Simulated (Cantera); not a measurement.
## Pyrogenic steam for wet oxidation

An isothermal, constant-pressure homogeneous reactor starts with 34.1 % H₂, 24.4 % O₂, 41.5 % N₂, equivalence ratio 0.70, at 998 K and 0.133 bar.

Model: the H2/O2 subset of GRI-Mech 3.0, which has no nitrogen chemistry, integrated in Cantera. Radical loss at walls, strong at low pressure, is not modelled. The temperature is held fixed by assumption; the heat of reaction is taken as removed at once.

| t (s) | x H₂ | x O₂ | x OH | x H₂O₂ | x H₂O | x O |
|---|---|---|---|---|---|---|
| 0.000800 | 0.183 | 0.179 | 0.00342 | 1.46e-6 | 0.131 | 0.00818 |
| 0.00180 | 0.00765 | 0.0914 | 0.000771 | 4.54e-6 | 0.401 | 0.000589 |
| 0.00405 | 0.00226 | 0.0892 | 0.000166 | 2.96e-6 | 0.409 | 8.22e-5 |
| 0.00912 | 0.000905 | 0.0886 | 6.90e-5 | 2.25e-6 | 0.411 | 2.06e-5 |
| 0.0205 | 0.000351 | 0.0884 | 3.35e-5 | 1.38e-6 | 0.411 | 5.27e-6 |
| 0.0462 | 0.000118 | 0.0883 | 1.78e-5 | 5.20e-7 | 0.412 | 1.25e-6 |
| 0.104 | 3.00e-5 | 0.0882 | 1.04e-5 | 1.29e-7 | 0.412 | 2.80e-7 |
| 0.234 | 4.59e-6 | 0.0882 | 6.53e-6 | 4.28e-8 | 0.412 | 6.97e-8 |
| 0.526 | 3.46e-7 | 0.0882 | 4.15e-6 | 1.85e-8 | 0.412 | 2.34e-8 |
| 1.18 | 2.26e-8 | 0.0882 | 2.66e-6 | 8.16e-9 | 0.412 | 9.45e-9 |
| 2.67 | 6.39e-9 | 0.0882 | 1.73e-6 | 3.64e-9 | 0.412 | 4.01e-9 |
| 6.00 | 2.64e-9 | 0.0882 | 1.14e-6 | 1.63e-9 | 0.412 | 1.74e-9 |
x: mole fraction; the columns are a selection and need not sum to one.

Equilibrium at this temperature and pressure: H₂ 3.15e-10, O₂ 0.0882, OH 3.00e-7, H₂O₂ 1.23e-10, H₂O 0.412, O 1.21e-10 (gas phase only).
